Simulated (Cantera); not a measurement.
# Tantalum, niobium, vanadium and zirconium in process gases: V + NH3 + H2

Charge: 1 mol V, 2.1 mol NH3, 75 mol H2, held at 0.190 Pa.

These are equilibrium values from Cantera (NASA tables, ideal gas, pure condensed phases), not measurements of a reactor. Candidate condensed phases: V, VN; 11 gas species. Mutual solubility and eutectic melting of coexisting phases are not modelled. VN: taken at fixed stoichiometry. Condensed phases not in the tables: V2N, N, O or C dissolved in the metal. Kinetics and transport are ignored.

```
T (K)     x H2       x H     x N2       x V  n VN(s)  n V(s)
-----  -------  --------  -------  --------  -------  ------
1173     0.993   8.52e-5  0.00699  2.67e-11     1.00       0
1273     0.992  0.000515  0.00699   9.11e-9    1.000       0
1373     0.987   0.00240   0.0107   1.06e-6    0.408   0.592
1473     0.978   0.00908   0.0132   2.21e-5        0   0.998
1573     0.958    0.0289   0.0131  0.000311        0   0.975
1673     0.906    0.0786   0.0127   0.00318        0   0.737
1773     0.793     0.184   0.0119    0.0113        0       0
1873     0.613     0.366   0.0107    0.0102        0       0
1973     0.379     0.603  0.00915   0.00871        0       0
2073     0.179     0.806  0.00781   0.00744        0       0
2173    0.0687     0.917  0.00709   0.00675        0       0
2273    0.0249     0.962  0.00680   0.00647        0       0
2373   0.00931     0.978  0.00669   0.00637        0       0
```
x: gas mole fraction; n: condensed amount in mol.

From 1173 K to 1273 K the condensed part is VN(s). At 1373 K the condensed part is V(s) + VN(s). From 1473 K to 1673 K the condensed part is V(s). From 1773 K to 2373 K nothing is condensed.
